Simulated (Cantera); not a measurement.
A closed system holds: 1 mol SiC, 0.0019 mol O₂, 360 mol N₂, equilibrated at 0.260 bar.

Equilibrium computed with Cantera from the NASA thermochemical tables; the gas is ideal and each condensed phase is pure. Candidate condensed phases: C, Si, SiC, SiO₂, Si₂N₂O, Si₃N₄; 34 gas species. N₂ is the only nitrogen source here; it is nearly inert below about 1500 K, so the nitride shown seldom forms there in practice. Mutual solubility and eutectic melting of coexisting phases are not modelled. Equilibrium is a limit: real reactors are often held back by kinetics, nucleation or transport.

x: gas mole fraction; n: condensed amount in mol.

| T (°C) | x N₂ | x CO | x Si | x SiN | x SiO | n C(graphite) | n Si₂N₂O(s) | n Si₃N₄(s) | n SiC(s) |
|---|---|---|---|---|---|---|---|---|---|
| 627 | 1.00 | 4.75e-12 | <1e-12 | <1e-12 | <1e-12 | 1.00 | 0.00380 | 0.331 | 0 |
| 777 | 1.00 | 2.69e-9 | <1e-12 | <1e-12 | <1e-12 | 1.000 | 0.00380 | 0.331 | 0 |
| 927 | 1.00 | 3.04e-7 | <1e-12 | <1e-12 | (withheld) | 1.000 | 0.00369 | 0.331 | 0 |
| 1077 | 1.000 | 1.06e-5 | <1e-12 | <1e-12 | (withheld) | 0.996 | 0 | 0.333 | 0 |
| 1227 | 1.000 | 1.06e-5 | 1.30e-10 | 8.53e-11 | (withheld) | 0.996 | 0 | 0.333 | 0 |
| 1377 | 1.000 | 1.05e-5 | 1.97e-8 | 7.23e-9 | (withheld) | 0 | 0 | 0.00125 | 0.996 |
| 1527 | 1.000 | 9.55e-6 | 1.28e-6 | 2.89e-7 | (withheld) | 0 | 0 | 0.000829 | 0.997 |
| 1677 | 1.000 | 1.02e-5 | 8.77e-6 | 1.32e-6 | (withheld) | 0 | 0 | 0 | 0.996 |

Complete the blanks.


- 927, x SiO: 1.67e-12
- 1077, x SiO: 9.73e-10
- 1227, x SiO: 9.14e-9
- 1377, x SiO: 8.64e-8
- 1527, x SiO: 1.00e-6
- 1677, x SiO: 3.75e-7
